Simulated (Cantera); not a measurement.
Feed: 1 mol (CH3)2SiCl2, 0.075 mol C2H2, 550 mol H2, held at 1.00 bar.

Equilibrium computed with Cantera from the NASA thermochemical tables; the gas is ideal and each condensed phase is pure. Candidate condensed phases: C, C6H6, C7H8, C8H18, Si, SiC; 109 gas species. The feed counts by its element totals alone. Equilibrium is a limit: real reactors are often held back by kinetics, nucleation or transport.

### Question
Which condensed phases are stable at each of these points (T (K)): 998, 1098, 1198, 1298, 1398, 1498, 1598, 1698, 1798?

### Answer
```json
[
 {"T (K)": "998", "condensed phases": "SiC(s)", "Si condensed (%)": "97.5"},
 {"T (K)": "1098", "condensed phases": "SiC(s)", "Si condensed (%)": "99.7"},
 {"T (K)": "1198", "condensed phases": "SiC(s)", "Si condensed (%)": "99.9"},
 {"T (K)": "1298", "condensed phases": "SiC(s)", "Si condensed (%)": "100.0"},
 {"T (K)": "1398", "condensed phases": "SiC(s)", "Si condensed (%)": "100.0"},
 {"T (K)": "1498", "condensed phases": "SiC(s)", "Si condensed (%)": "100.0"},
 {"T (K)": "1598", "condensed phases": "C(graphite) + SiC(s)", "Si condensed (%)": "100.0"},
 {"T (K)": "1698", "condensed phases": "C(graphite) + SiC(s)", "Si condensed (%)": "99.9"},
 {"T (K)": "1798", "condensed phases": "C(graphite) + SiC(s)", "Si condensed (%)": "99.9"}
]
```

From 998 K to 1498 K the condensed part is SiC(s). From 1598 K to 1798 K the condensed part is C(graphite) + SiC(s).
